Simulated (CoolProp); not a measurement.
Model: reference Helmholtz-energy equation of state, Thol 2017, in CoolProp.

**Question.** Give the vapour pressure (MPa), liquid density (kg/m³), vapour density (kg/m³), liquid cp (kJ/(kg K)) of saturated octamethyltrisiloxane (MDM) at 458.2, 496.8 K.

**Answer.** 
```csv
T (K),p (MPa),liquid density (kg/m³),vapour density (kg/m³),liquid cp (kJ/(kg K))
458.2,0.221,632,15.7,2.21
496.8,0.475,570,35.3,2.36
```
